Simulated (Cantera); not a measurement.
A perfectly stirred reactor is fed with 32.9 % C₃H₈, 65.8 % H₂, 1.25 % H₂O, at 0.0400 bar; it is held at 1000 K, and followed from long to short residence time.

Detailed kinetics in Cantera: GRI-Mech 3.0 (53 species, 325 reactions). GRI-Mech 3.0 was tuned for natural gas; its chemistry of propane as a main component is partial and can be far from experiment. GRI-Mech 3.0 stops at C3 and has no aromatics, soot or wall deposition, so with more carbon than oxygen in the feed, carbon stays in small species such as C2H2 where larger ones or solid carbon would form. Radical loss at walls, strong at low pressure, is not modelled.

x: mole fraction; the columns are a selection and need not sum to one.

```
τ (s)   x C₃H₈   x H₂      x H     x CH₂    x C₂H₄
------  ------  -----  -------  --------  --------
0.96     0.230  0.610  3.55e-7  2.39e-11    0.0736
0.48         …  0.630  3.44e-7  3.01e-11         …
0.25     0.297  0.643  3.36e-7  3.36e-11    0.0238
0.12     0.314  0.651  3.25e-7  3.48e-11    0.0117
0.063    0.321  0.654  3.10e-7  3.33e-11   0.00602
0.032    0.325  0.656  2.84e-7  2.87e-11   0.00284
0.016    0.328  0.658        …  2.06e-11         …
0.0082   0.329  0.658  1.77e-7  1.13e-11  0.000460
```

Q: Fill in the missing entries.

A: 
- 0.48, x C₃H₈: 0.272
- 0.48, x C₂H₄: 0.0426
- 0.016, x H: 2.39e-7
- 0.016, x C₂H₄: 0.00121
